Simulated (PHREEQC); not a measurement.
A solution holds 0.089 mol CdSO4, 0.004 mol HBF4 and 0.0015 mol NaCl per kg of water, at 25 °C. Closed to the air; pH follows from the charge balance.

The numbers come from PHREEQC with the ion-association model, phreeqc.dat.

Q: The ionic strength comes out as 0.172 mol/kgw. What activity coefficients do BF4-, F-, NaSO4-, Cl-, SO4-2 get?

A: BF4- 0.75, F- 0.72, NaSO4- 0.76, Cl- 0.73, SO4-2 0.31.

Precipitation was switched off in this run. Real BF4- forms and hydrolyses slowly; the run takes it at equilibrium.
